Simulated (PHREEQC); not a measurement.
A column of 0.5 m (40 cells, dispersivity 0.04 m, 720 s a shift, diffusion coefficient 3e-10 m²/s) holds 0.00068 eq of the database's cation exchanger X per kg of pore water, first in equilibrium with 0.069 mol/kgw (NH4)2SO4, 0.014 mol/kgw KCl and 1e-05 mol/kgw HCl. It is flushed with 0.00056 mol/kgw MgCl2 and 1e-05 mol/kgw HCl, at 25 °C. Values are for the last cell. The system is closed to CO2. No solid was allowed to form.

Base run: PHREEQC, ion-association model, phreeqc.dat. Each further column changes one thing. The table gives Mg in solution (mol/kgw).

```tsv
pore volumes	base	exchange capacity from 0.00068 to 0.00034 eq/kgw	dispersivity from 0.04 to 0.08 m
0	0	0	0
0.6375	8.44e-5	8.71e-5	0.000142
1.387	0.000292	0.000376	0.000366
2.013	0.000294	0.000427	0.000341
2.638	0.000485	0.000525	0.000403
3.388	0.000550	0.000556	0.000503
4.013	0.000558	0.000559	0.000540
```
